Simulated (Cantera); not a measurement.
Input: 1 mol toluene, 3.5 mol H₂O, held at 0.133 bar.

These are equilibrium values from Cantera (NASA tables, ideal gas, pure condensed phases), not measurements of a reactor. Candidate condensed phases: C, C₆H₆, C₇H₈, C₈H₁₈, H₂O; 110 gas species. Kinetics and transport are ignored. All values below are at 1702 °C.

Base state: H₂ 0.679, CO 0.318, H 0.00309, C₂H₂ (acetylene) 0.000441, CH₄ 2.79e-5 (mole fractions); condensed: C(graphite).

Q: What changes in the equilibrium state with this change: H₂O from 3.5 to 0.44 mol?

A: 
```json
[
 {"species": "H₂", "before": "0.679", "after": "0.906"},
 {"species": "CO", "before": "0.318", "after": "0.0900"},
 {"species": "H", "before": "0.00309", "after": "0.00357"},
 {"species": "CH₄", "before": "2.79e-5", "after": "4.97e-5"},
 {"species": "C₂H₂ (acetylene)", "before": "0.000441", "after": "0.000588"},
 {"species": "C(graphite), mol", "before": "3.49", "after": "6.55"}
]
```
